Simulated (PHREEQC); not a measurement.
## Hard or scaling water: an equilibrium model

Make-up at 25 °C: 57 mmol/kgw MgCl2, 0.052 mmol/kgw Na2SO4 and 0.052 mmol/kgw H4SiO4. Closed to the air; pH follows from the charge balance.

The numbers come from PHREEQC with the ion-association model, phreeqc.dat.

Precipitation was switched off in this run.

Problem. What pH, specific conductance does the model give?

Solution. pH 6.51; specific conductance 10800 µS/cm.

Problem. In which forms is S present?

Solution. MgSO4 59 %, SO4-2 41 % of the S.
